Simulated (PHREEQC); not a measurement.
A PHREEQC speciation (ion-association model, phreeqc.dat) at 25 °C gives pH 5.75 and these molalities:

```json
[
 {"species": "K+", "mol/kgw": "0.407"},
 {"species": "SO4-2", "mol/kgw": "0.158"},
 {"species": "KSO4-", "mol/kgw": "0.0818"},
 {"species": "H2PO4-", "mol/kgw": "0.00829"},
 {"species": "HPO4-2", "mol/kgw": "0.000965"},
 {"species": "NH4+", "mol/kgw": "0.000838"},
 {"species": "NH4SO4-", "mol/kgw": "0.000261"},
 {"species": "KHPO4-", "mol/kgw": "0.000146"},
 {"species": "HSO4-", "mol/kgw": "7.22e-6"},
 {"species": "H+", "mol/kgw": "2.34e-6"},
 {"species": "H3PO4", "mol/kgw": "1.30e-6"},
 {"species": "NH3", "mol/kgw": "1.37e-7"}
]
```

Q: What are the element totals, and what could have been dissolved in 1 kg of water to give them?

A: This is not unique; one that fits is totals K 0.489, N(-3) 0.00110, P 0.00940, S(6) 0.240 mol/kgw, from 0.0011 mol NH3, 0.24 mol K2SO4 and 0.0094 mol KH2PO4 per kg of water.

This is a speciation only: nothing precipitates in the calculation. Species that the database lacks are ignored.
